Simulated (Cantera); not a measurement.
Standard-state values (1 bar) from the NASA 1993 polynomials, evaluated with Cantera. Values are per mole of reaction as written; species without (g) are pure solids or liquids, kept so even where they would boil at 1 bar.

### Question
Between 1000 and 2000 K, where is each reaction favourable under standard conditions?
- 5 H2O2(g) + 4 Nb ⇌ 2 Nb2O5 + 5 H2(g)

### Answer
- 5 H2O2(g) + 4 Nb ⇌ 2 Nb2O5 + 5 H2(g): ΔG° is -2777 kJ at 1000 K and -2554 kJ at 2000 K; it stays negative (K > 1). ΔH° is -2761 kJ and ΔS° -104 J/K at 2000 K.
